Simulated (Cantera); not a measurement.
## CH2F2 + HCl (fluorocarbon and chlorocarbon gases)

Input: 1 mol CH2F2, 2.1 mol HCl, held at 0.133 bar.

These are equilibrium values from Cantera (NASA tables, ideal gas, pure condensed phases), not measurements of a reactor. Candidate condensed phases: C, C6H6, C7H8, C8H18; 118 gas species. The tables' values for CCl are old estimates; treat these amounts as uncertain. Rates play no part.

From 1673 K to 2973 K the condensed part is C(graphite). The main C-bearing gas is C2H2 (acetylene) throughout.

| T (K) | x HCl | x HF | x Cl | x H | x H2 | x F | x C2H2 (acetylene) | n C(graphite) |
|---|---|---|---|---|---|---|---|---|
| 1673 | 0.508 | 0.487 | 0.00310 | 1.24e-5 | 0.00159 | 3.20e-7 | 9.07e-8 | 1.000 |
| 1773 | 0.505 | 0.486 | 0.00565 | 4.17e-5 | 0.00286 | 1.03e-6 | 4.01e-7 | 1.000 |
| 1873 | 0.500 | 0.485 | 0.00964 | 0.000123 | 0.00482 | 2.93e-6 | 1.50e-6 | 1.000 |
| 1973 | 0.492 | 0.484 | 0.0155 | 0.000324 | 0.00767 | 7.51e-6 | 4.92e-6 | 1.000 |
| 2073 | 0.482 | 0.482 | 0.0238 | 0.000775 | 0.0116 | 1.76e-5 | 1.42e-5 | 1.000 |
| 2173 | 0.468 | 0.479 | 0.0349 | 0.00171 | 0.0167 | 3.85e-5 | 3.68e-5 | 1.000 |
| 2273 | 0.449 | 0.475 | 0.0493 | 0.00348 | 0.0229 | 7.87e-5 | 8.65e-5 | 0.999 |
| 2373 | 0.426 | 0.470 | 0.0670 | 0.00665 | 0.0302 | 0.000152 | 0.000186 | 0.998 |
| 2473 | 0.398 | 0.463 | 0.0883 | 0.0119 | 0.0381 | 0.000282 | 0.000367 | 0.996 |
| 2573 | 0.365 | 0.455 | 0.113 | 0.0202 | 0.0459 | 0.000502 | 0.000670 | 0.993 |
| 2673 | 0.328 | 0.445 | 0.139 | 0.0323 | 0.0530 | 0.000864 | 0.00113 | 0.987 |
| 2773 | 0.288 | 0.433 | 0.168 | 0.0492 | 0.0583 | 0.00145 | 0.00178 | 0.977 |
| 2873 | 0.246 | 0.419 | 0.196 | 0.0712 | 0.0612 | 0.00237 | 0.00259 | 0.958 |
| 2973 | 0.203 | 0.403 | 0.224 | 0.0981 | 0.0609 | 0.00382 | 0.00350 | 0.920 |
x: gas mole fraction; n: condensed amount in mol.
